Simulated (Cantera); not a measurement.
What does this Cantera script print?

```python
import numpy as np
import cantera as ct

gas_names = """
    C CN CO CO2 C2 CCN CNC C2N2 C2O C3 C3O2 C4 C4N2 C5 N NCO NO NO2 NO3 N2 N2O O O2 O3 Si SiC SiC2 SiN
    SiO SiO2 Si2 Si2C Si2N Si3
""".split()
cond_names = """
    C(gr) Si(cr) Si(L) SiC(b) SiO2(Lqz) SiO2(hqz) SiO2(L) Si2N2O(s) Si3N4(a)
""".split()


# ... load() reads the species with a 1 bar reference pressure and builds the phases ...
atoms = {
    'Si': {'Si': 1},
    'CO2': {'C': 1, 'O': 2},
    'N2': {'N': 2},
}
top_T = {'C(gr)': 4500, 'SiC(b)': 3050, 'Si2N2O(s)': 2100, 'Si3N4(a)': 2400}  # K; cautious upper limits of use, not melting points


# ... equilibrate(T, P, feed) seeds the gas with the atoms and calls Mixture.equilibrate('TP', solver="vcs", rtol=1e-11, max_steps=5000) ...
results = []
feed = {'Si': 1, 'CO2': 0.059, 'N2': 140}  # mol
P = 10000  # Pa
for T in [1175, 1225, 1275, 1325, 1375, 1425, 1475, 1525, 1575, 1625, 1675]:
    mix = equilibrate(T, P, feed)
    results.append((T, P, feed, dict(zip(mix.species_names, mix.species_moles))))
    x = sorted(zip(gas.X, gas.species_names), reverse=True)
    print(f"T = {T:g} K  P = {P:g} Pa  gas = {mix.phase_moles(0):.4g} mol")
    print("   x: " + "  ".join(f"{s} {v:.3e}" for v, s in x if v > 0.0001))
    print("   condensed (mol): " + ("  ".join(f"{mix.phase(i).name} {mix.phase_moles(i):.4g}"
          for i in range(1, mix.n_phases) if mix.phase_moles(i) > 1e-12) or "none"))
```

Output:

```
T = 1175 K  P = 10000 Pa  gas = 139.4 mol
   x: N2 1.000e+00
   condensed (mol): C(gr) 0.05896  Si2N2O(s) 0.118  Si3N4(a) 0.2547
T = 1225 K  P = 10000 Pa  gas = 139.4 mol
   x: N2 1.000e+00
   condensed (mol): C(gr) 0.05884  Si2N2O(s) 0.1178  Si3N4(a) 0.2548
T = 1275 K  P = 10000 Pa  gas = 139.4 mol
   x: N2 1.000e+00
   condensed (mol): C(gr) 0.05844  Si2N2O(s) 0.1174  Si3N4(a) 0.255
T = 1325 K  P = 10000 Pa  gas = 139.4 mol
   x: N2 1.000e+00
   condensed (mol): C(gr) 0.05721  Si2N2O(s) 0.1162  Si3N4(a) 0.2559
T = 1375 K  P = 10000 Pa  gas = 139.4 mol
   x: N2 1.000e+00
   condensed (mol): C(gr) 0.05371  Si2N2O(s) 0.1127  Si3N4(a) 0.2582
T = 1425 K  P = 10000 Pa  gas = 139.4 mol
   x: N2 9.999e-01  CO 1.038e-04
   condensed (mol): C(gr) 0.04453  Si2N2O(s) 0.1035  Si3N4(a) 0.2643
T = 1475 K  P = 10000 Pa  gas = 139.4 mol
   x: N2 9.997e-01  CO 2.647e-04
   condensed (mol): C(gr) 0.0221  Si2N2O(s) 0.08106  Si3N4(a) 0.2793
T = 1525 K  P = 10000 Pa  gas = 139.4 mol
   x: N2 9.996e-01  CO 4.232e-04
   condensed (mol): Si2N2O(s) 0.0588  Si3N4(a) 0.2941
T = 1575 K  P = 10000 Pa  gas = 139.4 mol
   x: N2 9.996e-01  CO 4.232e-04
   condensed (mol): Si2N2O(s) 0.05815  Si3N4(a) 0.2943
T = 1625 K  P = 10000 Pa  gas = 139.4 mol
   x: N2 9.996e-01  CO 4.232e-04
   condensed (mol): Si2N2O(s) 0.05571  Si3N4(a) 0.2951
T = 1675 K  P = 10000 Pa  gas = 139.4 mol
   x: N2 9.995e-01  CO 4.232e-04
   condensed (mol): Si2N2O(s) 0.0473  Si3N4(a) 0.2979
```

Method: chemical equilibrium by Gibbs-energy minimisation in Cantera with the NASA 1993 tables (ideal gas, pure condensed phases). N2 is the only nitrogen source here; it is nearly inert below about 1500 K, so the nitride shown seldom forms there in practice. Mutual solubility and eutectic melting of coexisting phases are not modelled.
